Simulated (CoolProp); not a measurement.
Vapour-liquid equilibrium of propylene (1) + R114 (2) at 331.4 K; x and y are mole fractions of (1).

The numbers come from the multi-fluid Helmholtz-energy mixture model, Lemmon 2013 and Platzer 1990; pair parameters Bell 2016 in CoolProp. This equation is an older, rougher fit; its heat capacities, sound speeds and derivatives of the liquid may be far off and weren't checked against measurements.

| x | bubble pressure (MPa) | y at the bubble point | dew pressure at overall composition x (MPa) | liquid density (mol/L) |
|---|---|---|---|---|
| 0.05 | 0.6600 | 0.177 | 0.5809 | 7.973 |
| 0.2 | 0.9774 | 0.488 | 0.6766 | 8.288 |
| 0.35 | 1.279 | 0.649 | 0.8076 | 8.612 |
| 0.5 | 1.558 | 0.751 | 0.9959 | 8.950 |
| 0.65 | 1.821 | 0.829 | 1.282 | 9.312 |
| 0.8 | 2.079 | 0.899 | 1.720 | 9.721 |
| 0.95 | 2.347 | 0.973 | 2.266 | 10.22 |

No azeotrope shows between x = 0.05 and 0.95.

Pair parameters are fitted to limited data, so mixtures are less certain than the pure fluids.
